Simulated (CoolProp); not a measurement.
A single-stage vapour-compression cycle with cis-2-butene: evaporating at 303.15 K (dew point), condensing at 356.15 K (bubble point), superheat 0 K, subcooling 5 K, compressor efficiency 0.75, no pressure losses. Each further row changes one setting.

Values from CoolProp's reference Helmholtz-energy equation of state, Lemmon 2005. It is a short technical equation, of lower accuracy than the large ones.

```tsv
case	cooling COP	pressure ratio	discharge temperature (K)	refrigerating effect (kJ/kg)	volumetric capacity (kJ/m³)
as stated	3.47	3.97	365.1	272	1640
evaporating temperature 308.15 K	3.98	3.41	363.7	[?]	1930
condensing temperature 351.15 K	[?]	3.55	359.8	284	1710
subcooling 10 K	3.63	3.97	365.1	284	1710
superheat 10 K	3.51	3.97	374.9	288	[?]
compressor efficiency 0.65	3.01	3.97	371.1	272	1640
```

**Question.** Complete the blanks.

**Answer.** 
- evaporating temperature 308.15 K, refrigerating effect (kJ/kg): 278
- condensing temperature 351.15 K, cooling COP: 3.95
- superheat 10 K, volumetric capacity (kJ/m³): 1660
